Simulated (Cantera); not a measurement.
**Ti(OiPr)4 + C3H8 + H2 (titanium nitride, carbide and oxide coatings)**

Input: 1 mol Ti(OiPr)4, 2.9 mol C3H8, 6.7 mol H2, held at 0.133 bar.

Cantera equilibrium calculation (NASA polynomials, part measured and part estimated; ideal gas, pure solids and liquids). Candidate condensed phases: C, C6H6, C7H8, C8H18, H2O, Ti, TiC, TiO, TiO2, Ti2O3, Ti3O5, Ti4O7; 113 gas species. The feed counts by its element totals alone. Mutual solubility and eutectic melting of coexisting phases are not modelled. TiC: taken at fixed stoichiometry. Condensed phases not in the tables: Magnéli phases beyond Ti4O7. The numbers say what is thermodynamically allowed, not how fast it happens.

```
T (K)   x H2    x CO     x CH4     x H2O      x H    x CO2  x C2H2 (acetylene)   x C2H4  n C(graphite)  n Ti4O7(s)  n Ti3O5(s)  n TiC(s)
-----  -----  ------  --------  --------  -------  -------  ------------------  -------  -------------  ----------  ----------  --------
1173   0.932  0.0650   0.00226  0.000287  3.12e-7  1.57e-5             5.71e-8  1.33e-7           18.4       0.250           0         0
1198   0.933  0.0650   0.00186  0.000215  5.03e-7  1.10e-5             9.23e-8  1.44e-7           18.4       0.250           0         0
1223   0.931  0.0673   0.00154  0.000168  7.95e-7  8.31e-6             1.46e-7  1.55e-7           18.3           0       0.333         0
1248   0.931  0.0673   0.00129  0.000129  1.23e-6  5.97e-6             2.27e-7  1.67e-7           18.3           0       0.333         0
1273   0.931  0.0673   0.00109   9.95e-5  1.88e-6  4.35e-6             3.46e-7  1.78e-7           18.3           0       0.333         0
1298   0.922  0.0765  0.000904   8.75e-5  2.82e-6  4.13e-6             5.15e-7  1.87e-7           17.8           0       0.265     0.206
1323   0.889   0.110  0.000716   9.57e-5  4.10e-6  6.39e-6             7.34e-7  1.85e-7           15.7           0           0      1.00
1348   0.889   0.110  0.000615   7.62e-5  5.97e-6  4.82e-6             1.07e-6  1.96e-7           15.7           0           0      1.00
1373   0.889   0.110  0.000531   6.12e-5  8.60e-6  3.68e-6             1.54e-6  2.08e-7           15.7           0           0      1.00
1398   0.889   0.110  0.000461   4.95e-5  1.22e-5  2.83e-6             2.18e-6  2.20e-7           15.7           0           0      1.00
1423   0.889   0.110  0.000402   4.03e-5  1.72e-5  2.21e-6             3.05e-6  2.32e-7           15.7           0           0      1.00
```
x: gas mole fraction; n: condensed amount in mol.

From 1173 K to 1198 K the condensed part is C(graphite) + Ti4O7(s). From 1223 K to 1273 K the condensed part is C(graphite) + Ti3O5(s). At 1298 K the condensed part is C(graphite) + TiC(s) + Ti3O5(s). From 1323 K to 1423 K the condensed part is C(graphite) + TiC(s).
